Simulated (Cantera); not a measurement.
An adiabatic, constant-pressure homogeneous reactor starts with C₃H₈ : O₂ : N₂ : CO₂ = 1 : 5.26 : 19.8 : 1.2 (molar parts), equivalence ratio 0.95, at 1773 K and 10.0 bar. Integrator tolerance rtol = 1e-08.

Detailed kinetics in Cantera: GRI-Mech 3.0 (53 species, 325 reactions). GRI-Mech 3.0 was tuned for natural gas; its chemistry of propane as a main component is partial and can be far from experiment.

### Question
What does this change do: 0.73 parts H2 added?

### Answer
| quantity | before | after |
|---|---|---|
| time of steepest temperature rise | 2.71 µs | 2.49 µs |
| temperature at 0.200 s | 2942 K | 2972 K |
| equilibrium temperature | 2942 K | 2972 K |
| x(C₃H₈) at 0.200 s | <1e-12 (gas-phase equilibrium <1e-12) | <1e-12 (gas-phase equilibrium <1e-12) |
| x(O₂) at 0.200 s | 0.0253 (gas-phase equilibrium 0.0253) | 0.0193 (gas-phase equilibrium 0.0193) |
| x(CO₂) at 0.200 s | 0.0931 (gas-phase equilibrium 0.0931) | 0.0831 (gas-phase equilibrium 0.0831) |
| x(C₂H) at 0.200 s | <1e-12 (gas-phase equilibrium <1e-12) | <1e-12 (gas-phase equilibrium <1e-12) |
| x(CH₂O) at 0.200 s | 1.73e-9 (gas-phase equilibrium 1.73e-9) | 2.88e-9 (gas-phase equilibrium 2.88e-9) |

### Question
What does this change do: CO2 1.2 to 0.45 parts?

### Answer
```
quantity                                                            before                                    after
---------------------------------  ---------------------------------------  ---------------------------------------
time of steepest temperature rise                                  2.71 µs                                  2.64 µs
temperature at 0.200 s                                              2942 K                                   2987 K
equilibrium temperature                                             2942 K                                   2987 K
x(C₃H₈) at 0.200 s                   <1e-12 (gas-phase equilibrium <1e-12)    <1e-12 (gas-phase equilibrium <1e-12)
x(O₂) at 0.200 s                     0.0253 (gas-phase equilibrium 0.0253)    0.0243 (gas-phase equilibrium 0.0243)
x(CO₂) at 0.200 s                    0.0931 (gas-phase equilibrium 0.0931)    0.0732 (gas-phase equilibrium 0.0732)
x(C₂H) at 0.200 s                    <1e-12 (gas-phase equilibrium <1e-12)    <1e-12 (gas-phase equilibrium <1e-12)
x(CH₂O) at 0.200 s                 1.73e-9 (gas-phase equilibrium 1.73e-9)  1.97e-9 (gas-phase equilibrium 1.97e-9)
```
Above 3000 K some thermodynamic fits are extrapolated.
